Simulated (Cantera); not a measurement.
## Hydrocarbon pyrolysis for carbon deposition

An isothermal, constant-pressure homogeneous reactor starts with 7.14 % C2H6, 92.9 % H2, at 1550 K and 0.00375 atm.

Detailed kinetics in Cantera: GRI-Mech 3.0 (53 species, 325 reactions). GRI-Mech 3.0 stops at C3 and has no aromatics, soot or wall deposition, so with more carbon than oxygen in the feed, carbon stays in small species such as C2H2 where larger ones or solid carbon would form. Radical loss at walls, strong at low pressure, is not modelled.

```
t (s)       x C2H6   x H2    x CH4   x C2H2    x CH2       x H
--------  --------  -----  -------  -------  -------  --------
0.000400    0.0667  0.926  0.00223  1.59e-6  6.70e-7  0.000599
0.00100     0.0526  0.919   0.0124  8.39e-5  3.66e-6   0.00132
0.00250     0.0163  0.896   0.0536  0.00182  8.24e-6   0.00300
0.00626   0.000296  0.886   0.0790   0.0107  5.34e-6   0.00299
0.0157     5.66e-5  0.889   0.0794   0.0187  2.17e-6   0.00159
0.0392     3.09e-5  0.891   0.0784   0.0240  9.22e-7  0.000926
0.0980     1.76e-5  0.893   0.0768   0.0271  4.23e-7  0.000587
0.245      1.04e-5  0.895   0.0747   0.0290  2.14e-7  0.000404
0.613      6.96e-6  0.896   0.0718   0.0305  1.33e-7  0.000317
1.53       5.56e-6  0.899   0.0667   0.0329  1.13e-7  0.000301
3.83       4.16e-6  0.905   0.0565   0.0374  1.03e-7  0.000313
9.59       2.27e-6  0.915   0.0397   0.0449  8.70e-8  0.000341
24.0       7.50e-7  0.925   0.0210   0.0532  6.20e-8  0.000391
60.0       1.41e-7  0.932  0.00836   0.0588  3.40e-8  0.000453
```
x: mole fraction; the columns are a selection and need not sum to one.

Equilibrium at this temperature and pressure: C2H6 8.18e-10, H2 0.937, CH4 0.000432, C2H2 0.0623, CH2 2.18e-9, H 0.000498 (gas phase only).
